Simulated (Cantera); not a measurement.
# Thermodynamics of hydrogen reduction and annealing atmospheres, feed PbO + H2 + N2

Charge: 1 mol PbO, 1.2 mol H2, 0.75 mol N2, equilibrated at 1275 K.

Equilibrium computed with Cantera from the NASA thermochemical tables; the gas is ideal and each condensed phase is pure. Candidate condensed phases: H2O, Pb, PbO, PbO2, Pb3O4; 27 gas species. Kinetics and transport are ignored.

| P (Pa) | log p H2O | log p N2 | log p Pb | log p H2 | log p PbO | log p NH3 | log p H | log p Pb2 | n Pb(l) |
|---|---|---|---|---|---|---|---|---|---|
| 10 | -4.47 | -4.59 | -4.47 | -5.17 | -7.95 | -13.91 | -8.72 | -10.33 | 0 |
| 100 | -3.47 | -3.59 | -3.47 | -4.17 | -6.95 | -11.91 | -8.22 | -8.33 | 0 |
| 1000 | -2.38 | -2.51 | -2.72 | -3.08 | -6.20 | -9.73 | -7.67 | -6.84 | 0.546 |
| 10000 | -1.30 | -1.42 | -2.72 | -2.00 | -6.20 | -7.57 | -7.13 | -6.84 | 0.962 |
| 100000 | -0.29 | -0.42 | -2.72 | -0.99 | -6.20 | -5.55 | -6.63 | -6.84 | 0.996 |
| 1000000 | 0.71 | 0.58 | -2.72 | 0.01 | -6.20 | -3.55 | -6.13 | -6.84 | 1.000 |
log p: log10 of the partial pressure in bar; n: condensed amount in mol.

From 0.0750 Torr to 0.750 Torr nothing is condensed. From 7.50 Torr to 7500 Torr the condensed part is Pb(l). The main Pb-bearing gas is Pb throughout.
